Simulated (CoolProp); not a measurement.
Vapour pressure (kPa) of R115: the reference equation beside estimates from Tc = 353.1 K, pc = 3129 kPa, ω = 0.248. Clausius-Clapeyron is anchored at 286.2 K with a constant enthalpy of vaporisation of 15.66 kJ/mol.

Computed with CoolProp (reference Helmholtz-energy equation of state, Lemmon 2016).

```csv
T (K),reference,Lee-Kesler,Clausius-Clapeyron,van der Waals,Redlich-Kwong,Soave-Redlich-Kwong,Peng-Robinson
280.6,553.8,557.8,571.6,1163,733.7,560.2,553.3
286.2,651.9,656.7,651.9,1274,844.0,660.6,652.1
291.9,764.4,770.1,741.3,1394,967.3,775.9,765.8
297.5,888.3,894.9,837.1,1518,1100,903.1,891.3
303.1,1026,1034,941.0,1649,1245,1045,1032
308.8,1183,1191,1055,1789,1404,1206,1191
314.4,1353,1363,1177,1934,1574,1380,1364
320,1541,1552,1307,2085,1757,1572,1556
325.6,1748,1761,1446,2244,1953,1784,1767
331.3,1981,1994,1597,2413,2168,2019,2003
336.9,2232,2247,1756,2586,2393,2271,2257
```

Absolute difference from the reference over all 11 rows, mean and median: Lee-Kesler 0.7 and 0.7 %, Clausius-Clapeyron 10.7 and 10.8 %, van der Waals 55.9 and 51.2 %, Redlich-Kwong 19.2 and 18.7 %, Soave-Redlich-Kwong 1.7 and 1.9 %, Peng-Robinson 0.6 and 0.7 %.
